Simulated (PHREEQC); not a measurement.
A PHREEQC input (ion-association model, wateq4f.dat):

```
SOLUTION 1
  temp 25
  units mg/L
  pH 12.5
  pe 9.9
  Na 0.00266
  K 0.00447
  Ca 0.0142
  Mg 0.00338
  Cl 0.0081
  S(6) 0.00689 as SO4
  Alkalinity 0.0517 as HCO3
  Cd 0.00427
END
USE solution 1
EQUILIBRIUM_PHASES 1
  Quartz 0 0.5
  CO2(g) -3.4 10
END
```

It stops with these messages:

```
WARNING: Maximum iterations exceeded, 100
WARNING: Maximum iterations exceeded, 100
WARNING: The program has failed to converge to a numerical solution.
ERROR:           Alkalinity has not converged. Total: 8.477317e-07	Calculated: 3.846646e-04	Residual: -3.838169e-04
ERROR: Is non-carbonate alkalinity greater than total alkalinity?
ERROR:                   Ca has not converged. Total: 3.544821e-07	Calculated: 2.444248e-07	Residual: 1.100573e-07
ERROR:                   Cd has not converged. Total: 3.800977e-08	Calculated: 4.680848e-10	Residual: 3.754169e-08
ERROR:                   Cl has not converged. Total: 2.285945e-07	Calculated: 2.530576e-07	Residual: -2.446312e-08
ERROR:                    K has not converged. Total: 1.143779e-07	Calculated: 1.266181e-07	Residual: -1.224021e-08
ERROR:                   Mg has not converged. Total: 1.391008e-07	Calculated: 1.660683e-08	Residual: 1.224940e-07
ERROR:                   Na has not converged. Total: 1.157658e-07	Calculated: 1.276656e-07	Residual: -1.189985e-08
ERROR:                 S(6) has not converged. Total: 7.176162e-08	Calculated: 6.538255e-08	Residual: 6.379074e-09
ERROR:                   Mu Ionic strength has not converged. 	Residual: 1.785116e-02
ERROR:               A(H2O) Activity of water has not converged. 	Residual: -9.830969e-01
ERROR: Model failed to converge for initial solution  1.
```

### Question
Why does the run stop?

### Answer
The fault: pH typed as 12.5 with the alkalinity kept. The line should read `pH 6.15` where the input has `pH 12.5`. With the mend the run ends at pH 5.68 and ionic strength 3.94e-6 mol/kgw.
